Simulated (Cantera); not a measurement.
Input (Python, Cantera):

```python
import numpy as np
import cantera as ct

gas = ct.Solution("SiF4_NH3_mec.yaml", "gas")
gas.TPX = 2225, 1333, {'NH3': 1, 'H2': 0.24}
reactor = ct.IdealGasConstPressureReactor(gas, energy="off", clone=False)
net = ct.ReactorNet([reactor])
net.rtol, net.atol = 1e-08, 1e-18
show = ['NH3', 'H2', 'N', 'NH', 'N2']
times = np.geomspace(1e-05, 3, 10)

steps = ct.SolutionArray(gas, extra=["t"])
rows = []
print(f"{'t/s':>10s}{'T/K':>9s}{'P/Pa':>11s}" + "".join(f"{s:>11s}" for s in show))
for t in times:
    while net.time < t:
        t_next = net.step()
        steps.append(gas.state, t=t_next)
    rows.append([np.interp(t, steps.t, y) for y in (steps.T, steps.P, *steps(*show).X.T)])
    print(f"{t:10.3e}{rows[-1][0]:9.1f}{rows[-1][1]:11.4g}" + "".join(f"{x:11.3e}" for x in rows[-1][2:]))
rate = np.gradient(steps.T, steps.t)
print("integrator steps:", len(steps.t))
if steps.T.max() > steps.T[0] + 200:
    print(f"time of steepest temperature rise: {steps.t[rate.argmax()]:.4e} s")
gas.TPX = 2225, 1333, {'NH3': 1, 'H2': 0.24}
gas.equilibrate("TP")
print(f"equilibrium (TP): T = {gas.T:.1f} K  " + "  ".join(f"{s} {gas[s].X[0]:.3e}" for s in show))
```

Result:

```
       t/s      T/K       P/Pa        NH3         H2          N         NH         N2
 1.000e-05   2225.0       1333  8.064e-01  1.936e-01  3.236e-14  5.290e-10  6.669e-14
 4.060e-05   2225.0       1333  8.063e-01  1.936e-01  8.808e-12  1.867e-08  8.087e-11
 1.649e-04   2225.0       1333  8.060e-01  1.937e-01  2.270e-09  5.887e-07  4.909e-08
 6.694e-04   2225.0       1333  8.046e-01  1.941e-01  2.225e-07  1.119e-05  1.475e-05
 2.718e-03   2225.0       1333  7.960e-01  1.988e-01  3.121e-06  6.852e-05  1.465e-03
 1.104e-02   2225.0       1333  7.517e-01  2.307e-01  4.050e-06  7.813e-05  1.370e-02
 4.481e-02   2225.0       1333  6.017e-01  3.394e-01  5.012e-06  7.840e-05  5.542e-02
 1.820e-01   2225.0       1333  2.802e-01  5.722e-01  6.200e-06  6.592e-05  1.448e-01
 7.388e-01   2225.0       1333  2.825e-02  7.536e-01  6.295e-06  3.017e-05  2.149e-01
 3.000e+00   2225.0       1333  2.945e-06  7.480e-01  9.987e-07  4.147e-07  2.196e-01
integrator steps: 1496
equilibrium (TP): T = 2225.0 K  NH3 5.622e-08  H2 7.338e-01  N 6.736e-08  NH 1.837e-08  N2 2.178e-01
```

Detailed kinetics in Cantera: the gas-phase N/H chemistry of the illustrative SiF4/NH3 mechanism in the Surface Chemkin manual (1991). Walls and surfaces, which speed up NH3 decomposition in real reactors, are not modelled.
